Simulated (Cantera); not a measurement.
Input: 1 mol BF3, 0.21 mol O2, 64 mol N2, 41 mol H2, equilibrated at 2000 K.

Cantera equilibrium calculation (NASA polynomials, part measured and part estimated; ideal gas, pure solids and liquids). Candidate condensed phases: B, BN, B2O3, B3O3H3, H2O; 62 gas species. The tables' values for BF2 are old estimates; treat these amounts as uncertain. Kinetics and transport are ignored.

x: gas mole fraction; n: condensed amount in mol.

```csv
P (Pa),x N2,x H2,x H,x HF,x BF,n BN(s)
10,0.571,0.311,0.0907,0.0182,0.00495,0
32,0.582,0.337,0.0528,0.0183,0.00489,0
100,0.589,0.353,0.0306,0.0181,0.00469,0
320,0.593,0.363,0.0173,0.0176,…,0
1000,0.596,0.368,0.00987,0.0168,…,0
3200,0.597,0.372,0.00554,0.0156,…,0
10000,0.599,0.375,0.00315,0.0142,…,0
32000,0.600,0.376,0.00176,0.0128,…,0
100000,0.600,0.378,0.000999,0.0121,…,0.0280
```

Question: What belongs in the gaps?

Answer: 
- 320, x BF: 0.00428
- 1000, x BF: 0.00366
- 3200, x BF: 0.00284
- 10000, x BF: 0.00197
- 32000, x BF: 0.00117
- 100000, x BF: 0.000547
